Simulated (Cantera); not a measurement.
An isothermal, constant-pressure homogeneous reactor starts with NO : N2 = 1 : 0.12 (molar parts), at 1900 K and 0.210 bar.

Model: GRI-Mech 3.0 (53 species, 325 reactions), integrated in Cantera.

x: mole fraction; the columns are a selection and need not sum to one.

| t (s) | x NO | x N2 | x N2O | x O | x NO2 | x O2 |
|---|---|---|---|---|---|---|
| 0.000200 | 0.893 | 0.107 | 1.77e-5 | 1.33e-5 | 5.26e-6 | 2.73e-7 |
| 0.000659 | 0.893 | 0.107 | 5.48e-5 | 2.94e-5 | 3.26e-5 | 3.15e-6 |
| 0.00217 | 0.892 | 0.107 | ? | ? | ? | ? |
| 0.00714 | 0.891 | 0.108 | 0.000285 | 8.28e-5 | 0.000175 | 0.000444 |
| 0.0235 | 0.888 | 0.109 | 0.000328 | 9.08e-5 | 0.000194 | 0.00209 |
| 0.0775 | 0.877 | 0.115 | 0.000317 | 0.000104 | 0.000228 | 0.00759 |
| 0.255 | 0.841 | 0.133 | 0.000285 | 0.000136 | 0.000308 | 0.0254 |
| 0.840 | 0.733 | 0.187 | 0.000207 | 0.000204 | 0.000431 | 0.0794 |
| 2.77 | 0.477 | 0.315 | 8.23e-5 | 0.000307 | 0.000445 | 0.207 |
| 9.11 | ? | ? | ? | 0.000400 | ? | ? |
| 30.0 | 0.0237 | 0.542 | 3.20e-7 | 0.000432 | 3.21e-5 | 0.434 |

Problem. Complete the blanks.

Solution. 
- 0.00217, x N2O: 0.000149
- 0.00217, x O: 6.00e-5
- 0.00217, x NO2: 0.000115
- 0.00217, x O2: 4.76e-5
- 9.11, x NO: 0.154
- 9.11, x N2: 0.476
- 9.11, x N2O: 8.27e-6
- 9.11, x NO2: 0.000193
- 9.11, x O2: 0.369
